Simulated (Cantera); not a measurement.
## Thermodynamics of abatement and gas-phase synthesis, feed NH3 + O2 + N2 + H2

A closed system holds: 1 mol NH3, a varied amount of O2, 12 mol N2, 0.07 mol H2, at 2500 K and 61.0 bar.

Equilibrium computed with Cantera from the NASA thermochemical tables; the gas is ideal and each condensed phase is pure. Candidate condensed phases: H2O; 24 gas species. The ideal-gas law is rough above about 30 bar. Rates play no part.

From 0.39 mol O2 to 2.9 mol O2 nothing is condensed.

| n(O2) (mol) | x N2 | x O2 | x H2O | x H2 | x NO |
|---|---|---|---|---|---|
| 0.39 | 0.888 | 5.67e-7 | 0.0552 | 0.0558 | 4.01e-5 |
| 0.6 | 0.888 | 6.00e-6 | 0.0847 | 0.0263 | 0.000130 |
| 0.8 | 0.885 | 0.00108 | 0.108 | 0.00250 | 0.00175 |
| 1 | 0.871 | 0.0118 | 0.108 | 0.000755 | 0.00573 |
| 1.2 | 0.858 | 0.0239 | 0.106 | 0.000523 | 0.00809 |
| 1.4 | 0.845 | 0.0361 | 0.105 | 0.000420 | 0.00987 |
| 1.6 | 0.833 | 0.0481 | 0.103 | 0.000358 | 0.0113 |
| 1.8 | 0.821 | 0.0599 | 0.102 | 0.000316 | 0.0125 |
| 2 | 0.810 | 0.0714 | 0.100 | 0.000286 | 0.0136 |
| 2.2 | 0.799 | 0.0828 | 0.0989 | 0.000262 | 0.0145 |
| 2.4 | 0.788 | 0.0938 | 0.0976 | 0.000243 | 0.0154 |
| 2.7 | 0.773 | 0.110 | 0.0957 | 0.000220 | 0.0165 |
| 2.9 | 0.763 | 0.120 | 0.0944 | 0.000207 | 0.0171 |
x: gas mole fraction; nothing condenses.
